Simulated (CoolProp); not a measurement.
A simple Rankine cycle with propyne: condensing at 319.15 K, boiler at 3.2 MPa, turbine inlet 372.8 K, turbine efficiency 0.85, pump efficiency 0.8, no recuperator. Each further row changes one setting.

The numbers come from the reference Helmholtz-energy equation of state, Polt 1992 in CoolProp. This equation is an older, rougher fit; its heat capacities, sound speeds and derivatives of the liquid may be far off and weren't checked against measurements.

```json
[
 {"case": "as stated", "thermal efficiency (%)": "9.8", "net work (kJ/kg)": "45.0", "heat in (kJ/kg)": "457", "turbine exit temperature (K)": "319.1", "volume ratio over the turbine": "3.29"},
 {"case": "turbine inlet 392.8 K", "thermal efficiency (%)": "10.3", "net work (kJ/kg)": "53.2", "heat in (kJ/kg)": "517", "turbine exit temperature (K)": "334.1", "volume ratio over the turbine": "3.11"},
 {"case": "condensing temperature 311.15 K", "thermal efficiency (%)": "11.3", "net work (kJ/kg)": "53.8", "heat in (kJ/kg)": "476", "turbine exit temperature (K)": "311.2", "volume ratio over the turbine": "4.03"},
 {"case": "boiler pressure 2.24 MPa", "thermal efficiency (%)": "7.4", "net work (kJ/kg)": "37.3", "heat in (kJ/kg)": "501", "turbine exit temperature (K)": "334.2", "volume ratio over the turbine": "2.15"},
 {"case": "turbine efficiency 0.75", "thermal efficiency (%)": "8.6", "net work (kJ/kg)": "39.1", "heat in (kJ/kg)": "457", "turbine exit temperature (K)": "319.1", "volume ratio over the turbine": "3.33"}
]
```

The expansion ends wet for: as stated; condensing temperature 311.15 K; turbine efficiency 0.75.
